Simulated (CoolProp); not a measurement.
Computed with CoolProp (reference Helmholtz-energy equation of state, Span 2000).

Q: Give the vapour pressure (MPa), vapour density (kg/m³), enthalpy of vaporisation (kJ/kg), liquid viscosity (µPa s) of saturated nitrogen at 98.4 K.

A: 
| T (K) | p (MPa) | vapour density (kg/m³) | enthalpy of vaporisation (kJ/kg) | liquid viscosity (µPa s) |
|---|---|---|---|---|
| 98.4 | 0.695 | 28.5 | 164 | 79.4 |

Viscosity comes from a separate model (Lemmon 2004).
